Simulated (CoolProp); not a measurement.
Vapour-liquid equilibrium of R22 (1) + methanol (2) at 39.25 °C; x and y are mole fractions of (1).

Values from CoolProp's multi-fluid Helmholtz-energy mixture model, Kamei 1995 and de Reuck 1993; pair parameters Bell 2016.

| x | bubble pressure (bar) | y at the bubble point | dew pressure at overall composition x (bar) | liquid density (mol/L) |
|---|---|---|---|---|
| 0.05 | 1.504 | 0.776 | 0.3612 | 23.50 |
| 0.125 | 3.088 | 0.894 | 0.3921 | 22.59 |
| 0.2 | 4.498 | 0.929 | 0.4284 | 21.71 |
| 0.275 | 5.754 | 0.947 | 0.4722 | 20.87 |
| 0.35 | 6.877 | 0.957 | 0.5260 | 20.04 |
| 0.425 | 7.888 | 0.964 | 0.5937 | 19.23 |
| 0.5 | 8.809 | 0.970 | 0.6817 | 18.44 |
| 0.575 | 9.665 | 0.974 | 0.8003 | 17.66 |
| 0.65 | 10.49 | 0.978 | 0.9691 | 16.88 |
| 0.725 | 11.30 | 0.982 | 1.228 | 16.10 |
| 0.8 | 12.16 | 0.986 | 1.677 | 15.31 |
| 0.875 | 13.10 | 0.990 | 2.638 | 14.51 |
| 0.95 | 14.20 | 0.995 | 6.070 | 13.67 |

No azeotrope shows between x = 0.05 and 0.95.

The pair parameters rest on a limited set of measurements; away from them the model extrapolates. The gap from Raoult's law changes sign with composition, which may be real or a fault of the pair parameters; it wasn't checked against measurements.
